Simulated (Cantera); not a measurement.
A closed system holds: 1 mol AlN, 12 mol HCl, 48 mol H₂, equilibrated at 1923.15 K and 0.100 bar.

Cantera equilibrium calculation (NASA polynomials, part measured and part estimated; ideal gas, pure solids and liquids). Candidate condensed phases: Al, AlCl₃, AlN, NH₄Cl; 20 gas species. The tables' values for AlCl₂ are old estimates; treat these amounts as uncertain. Rates play no part.

Base state: H₂ 0.801, HCl 0.171, AlCl 0.0101, N₂ 0.00822, AlCl₂ 0.00353, AlCl₃ 0.00284, H 0.00267, Cl 0.000429 (mole fractions); condensed: gas only.

What changes in the equilibrium state with this change: H₂ from 48 to 5.2 mol?


```csv
species,before,after
HCl,0.171,0.538
H₂,0.801,0.372
AlCl₃,0.00284,0.0399
N₂,0.00822,0.0287
AlCl₂,0.00353,0.0108
AlCl,0.0101,0.00665
Cl,0.000429,0.00198
H,0.00267,0.00182
```
